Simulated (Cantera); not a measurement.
Input (Python, Cantera):

```python
import numpy as np
import cantera as ct

gas = ct.Solution("h2o2.yaml")


def delay(T, t_max=10):
    gas.TPX = T, 101325, {'H2': 1, 'O2': 1.14, 'N2': 4.27}
    reactor = ct.IdealGasReactor(gas, clone=False)
    net = ct.ReactorNet([reactor])
    net.rtol, net.atol = 1e-8, 1e-16
    while net.time < t_max:
        t_old, T_old = net.time, reactor.T
        net.step()
        if reactor.T > T + 400:  # ignition: a rise of 400 K
            return t_old + (T + 400 - T_old) / (reactor.T - T_old) * (net.time - t_old)
    return np.nan


taus = []
for T in [925, 975, 1025, 1075, 1125, 1175, 1225, 1275, 1325, 1375]:
    taus.append(delay(T))
    print(f"T0 = {T:6g} K   tau = {taus[-1]:.4e} s")

# d ln(tau) / d ln(k), from doubling and halving each rate constant
T, sens = 1225, []
for i in range(gas.n_reactions):
    gas.set_multiplier(2.0, i)
    up = delay(T)
    gas.set_multiplier(0.5, i)
    down = delay(T)
    gas.set_multiplier(1.0, i)
    sens.append((np.log(up / down) / np.log(4.0), gas.reaction(i).equation))
sens.sort(key=lambda x: -abs(x[0]))
print(f"sensitivities at {T} K")
for s, eq in sens[:10]:
    print(f"{s:8.3f}  {eq}")
```

It prints:

```
T0 =    925 K   tau = 8.7057e-02 s
T0 =    975 K   tau = 6.2285e-04 s
T0 =   1025 K   tau = 1.9630e-04 s
T0 =   1075 K   tau = 1.1230e-04 s
T0 =   1125 K   tau = 7.5892e-05 s
T0 =   1175 K   tau = 5.5860e-05 s
T0 =   1225 K   tau = 4.3490e-05 s
T0 =   1275 K   tau = 3.5352e-05 s
T0 =   1325 K   tau = 2.9809e-05 s
T0 =   1375 K   tau = 2.5978e-05 s
sensitivities at 1225 K
  -0.614  H + O2 <=> O + OH
  -0.213  H2 + O <=> H + OH
  -0.106  H2 + OH <=> H + H2O
  -0.049  H + HO2 <=> H2 + O2
  -0.035  H + O2 + H2O <=> HO2 + H2O
   0.025  H + O2 + N2 <=> HO2 + N2
  -0.013  H + HO2 <=> 2 OH
   0.010  H + O2 + M <=> HO2 + M
  -0.009  H + OH + M <=> H2O + M
   0.006  H + O2 + O2 <=> HO2 + O2
```

Computed with Cantera and the H2/O2 subset of GRI-Mech 3.0, which has no nitrogen chemistry. Below about 950 K walls govern HO2 and H2O2 in real vessels. Where the delays flatten at high temperature, the 400 K rule measures the pace of heat release, not the induction time.
